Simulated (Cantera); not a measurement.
Charge: 1 mol Fe2O3, 11 mol Cl2, 1.7 mol N2, held at 24.0 mbar.

Method: chemical equilibrium by Gibbs-energy minimisation in Cantera with the NASA 1993 tables (ideal gas, pure condensed phases). Candidate condensed phases: Fe, FeCl2, FeCl3, FeO, Fe2O3, Fe3O4; 19 gas species. Equilibrium is a limit: real reactors are often held back by kinetics, nucleation or transport. All values below are at 1098 K.

Base state: Cl2 0.633, N2 0.128, FeCl3 0.121, O2 0.0993, FeCl2 0.0114, Cl 0.00759, Fe2Cl6 0.000161, NO 2.31e-5 (mole fractions); condensed: Fe2O3(s).

What changes in the equilibrium state with this change: pressure from 24.0 mbar to 11.0 mbar?


```tsv
species	before	after
Cl2	0.633	0.606
FeCl3	0.121	0.128
N2	0.128	0.127
O2	0.0993	0.110
FeCl2	0.0114	0.0182
Cl	0.00759	0.0110
Fe2Cl6	0.000161	8.26e-5
NO	2.31e-5	2.42e-5
ClO	1.81e-5	1.86e-5
Fe2O3(s), mol	0.122	0.0218
```
